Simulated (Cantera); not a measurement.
Feed: 1 mol PbO, a varied amount of H₂, equilibrated at 675 °C and 1.00 Torr.

Method: chemical equilibrium by Gibbs-energy minimisation in Cantera with the NASA 1993 tables (ideal gas, pure condensed phases). Candidate condensed phases: H₂O, Pb, PbO, PbO₂, Pb₃O₄; 12 gas species. The numbers say what is thermodynamically allowed, not how fast it happens.

Q: Which condensed phases are stable at each of these points (n(H₂) (mol)): 0.86, 1.3, 2, 3.2, 4.9, 7.5, 12?

A: 
```json
[
 {"n(H₂) (mol)": "0.86", "condensed phases": "Pb(l) + PbO(yellow)", "Pb condensed (%)": "99.7"},
 {"n(H₂) (mol)": "1.3", "condensed phases": "Pb(l)", "Pb condensed (%)": "99.5"},
 {"n(H₂) (mol)": "2", "condensed phases": "Pb(l)", "Pb condensed (%)": "99.3"},
 {"n(H₂) (mol)": "3.2", "condensed phases": "Pb(l)", "Pb condensed (%)": "98.8"},
 {"n(H₂) (mol)": "4.9", "condensed phases": "Pb(l)", "Pb condensed (%)": "98.2"},
 {"n(H₂) (mol)": "7.5", "condensed phases": "Pb(l)", "Pb condensed (%)": "97.3"},
 {"n(H₂) (mol)": "12", "condensed phases": "Pb(l)", "Pb condensed (%)": "95.7"}
]
```

At 0.86 mol H₂ the condensed part is Pb(l) + PbO(yellow). From 1.3 mol H₂ to 12 mol H₂ the condensed part is Pb(l).
